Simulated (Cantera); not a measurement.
What does this Cantera script print?

```python
import numpy as np
import cantera as ct

gas_names = """
    Pb O3
""".split()
cond_names = """
    PbO(rd) PbO(yw) PbO(L)
""".split()


# ... load() reads the species with a 1 bar reference pressure and builds the phases ...
species = {s.name: s for s in load("nasa_gas.yaml", gas_names) + load("nasa_condensed.yaml", cond_names)}
# Each term lists the table entries of one substance; the one whose range holds T is used.
reactions = {
    '3 Pb(g) + O3(g) = 3 PbO':
        [(-3, ['Pb']), (-1, ['O3']), (3, ['PbO(rd)', 'PbO(yw)', 'PbO(L)'])],
}


def pick(names, T):
    return next(species[n] for n in names if species[n].thermo.min_temp <= T <= species[n].thermo.max_temp)


results = []
for label, terms in reactions.items():
    print(label)
    print("     T/K   dH/kJ  dS/(J/K)   dG/kJ   log10 K")
    for T in [300, 475, 575, 675, 775, 875, 975, 1075, 1175, 1275, 1375, 1475]:
        used = [(nu, pick(names, T)) for nu, names in terms]
        dH = sum(nu * s.thermo.h(T) for nu, s in used) / 1e6
        dS = sum(nu * s.thermo.s(T) for nu, s in used) / 1e3
        dG = dH - T * dS / 1e3
        logK = -dG * 1e6 / (ct.gas_constant * T * np.log(10))
        results.append((label, T, dH, dS, dG, logK, [s.name for _, s in used]))
        print(f"{T:8g} {dH:8.1f} {dS:8.1f} {dG:8.1f} {logK:8.2f}")
```

Result:

```
3 Pb(g) + O3(g) = 3 PbO
     T/K   dH/kJ  dS/(J/K)   dG/kJ   log10 K
     300  -1385.6   -565.9  -1215.8   211.68
     475  -1377.9   -546.1  -1118.5   123.00
     575  -1372.8   -536.4  -1064.4    96.69
     675  -1367.4   -527.7  -1011.2    78.25
     775  -1361.5   -519.5   -958.8    64.62
     875  -1356.5   -513.5   -907.2    54.15
     975  -1351.2   -507.8   -856.1    45.86
    1075  -1345.6   -502.3   -805.6    39.14
    1175  -1262.8   -430.7   -756.7    33.64
    1275  -1255.1   -424.4   -714.0    29.25
    1375  -1247.6   -418.7   -671.8    25.52
    1475  -1240.3   -413.6   -630.2    22.32
```

Standard-state values (1 bar) from the NASA 1993 polynomials, evaluated with Cantera. Condensed species are held in their standard states even where they would react or evaporate.
